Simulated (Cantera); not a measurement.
A closed system holds: 1 mol Si(CH3)4, 0.062 mol C2H4, 82 mol H2, equilibrated at 10.0 Torr.

These are equilibrium values from Cantera (NASA tables, ideal gas, pure condensed phases), not measurements of a reactor. Candidate condensed phases: C, C6H6, C7H8, C8H18, Si, SiC; 87 gas species. Equilibrium is a limit: real reactors are often held back by kinetics, nucleation or transport.

Over these rows the condensed part is C(graphite) + SiC(s). Partial pressures as log10 of bar:

```
T (K)  1000/T (1/K)  log p C2H2 (acetylene)  log p H2
-----  ------------  ----------------------  --------
1275         0.7843                   -8.29     -1.88
1375         0.7273                   -7.63     -1.88
1475         0.6780                       ?     -1.88
1575         0.6349                   -6.55     -1.88
1675         0.5970                   -6.11     -1.88
1775         0.5634                   -5.72     -1.88
```

**Question.** Fit log p(C2H2 (acetylene)) = a + b·(1000/T) to the five rows, give the apparent enthalpy, and predict the row at 1475 K.

**Answer.** Means: 1000/T = 0.6614, log p = -6.860. Sxy = -0.394725, Sxx = 0.0339008, so b = -11.64 and a = -6.860 − (-11.64)×0.6614 = 0.84.
Apparent enthalpy: −19.145 × (-11.64) = 223 kJ/mol. With the condensed phases at unit activity, 2 C(graphite) + H2(g) = C2H2 (acetylene)(g) links this pressure to the main gases: over the six rows their terms move log p by +0.00 in all, so the slope is close to that reaction's ΔH°. The five rows lie within 0.01 of the line.
Prediction at 1475 K: 0.84 + (-11.64)×0.6780 = -7.05. The computed value is -7.05, 0.00 from the line.
